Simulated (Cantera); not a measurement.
A jet of 1.73 % CH4, 13.0 % O2, 85.3 % N2, equivalence ratio 0.27 at 300 K and 20.3 Torr hits a platinum plate 6.2 cm away at a mass flux of 0.16 kg/m²/s; the plate temperature is set and raised in steps from an oxygen-covered start.

Computed with Cantera and Deutschmann's 1995 Pt surface mechanism with GRI-Mech 3.0 gas chemistry. Catalytic surfaces can have several steady states; this one follows from the mechanism file's or the stated starting coverage.

x: mole fraction at the wall; θ: surface coverage.

```tsv
plate T (K)	wall x CH4	wall x O2	wall x H2O	wall x OH	wall x CO	wall x CO2	θ free Pt	θ O*
850	0.0158	0.126	0.00277	<1e-8	4.73e-6	0.00180	0.186	0.813
900	0.0145	0.124	0.00511	2.31e-8	6.29e-6	0.00333	0.256	0.744
950	0.0130	0.121	0.00791	7.91e-8	7.85e-6	0.00516	0.329	0.670
1000	0.0115	0.117	0.0108	2.29e-7	9.47e-6	0.00704	0.403	0.596
1050	?	0.114	?	?	?	?	?	?
1100	?	0.112	?	?	?	?	?	?
```

Q: Fill in the missing entries.

A: 
- 1050, wall x CH4: 0.0101
- 1050, wall x H2O: 0.0134
- 1050, wall x OH: 5.81e-7
- 1050, wall x CO: 1.12e-5
- 1050, wall x CO2: 0.00877
- 1050, θ free Pt: 0.476
- 1050, θ O*: 0.524
- 1100, wall x CH4: 0.00890
- 1100, wall x H2O: 0.0155
- 1100, wall x OH: 1.31e-6
- 1100, wall x CO: 1.32e-5
- 1100, wall x CO2: 0.0102
- 1100, θ free Pt: 0.545
- 1100, θ O*: 0.455
